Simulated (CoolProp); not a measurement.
Aqueous propylene glycol as a coolant, 7 % by mass, freezing at -1.8 °C, 1 atm.

The numbers come from the Melinder's fits for secondary coolants in CoolProp.

```
T (°C)  cp (kJ/(kg K))  density (kg/m³)  Prandtl number  viscosity (mPa s)
------  --------------  ---------------  --------------  -----------------
4.8              4.100             1006            15.6               2.05
11.3             4.102             1005            12.5               1.66
17.8             4.105             1004            10.1               1.37
24.3             4.109             1003            8.39               1.16
30.8             4.114             1001            7.08              0.989
37.3             4.120            998.4            6.06              0.858
```
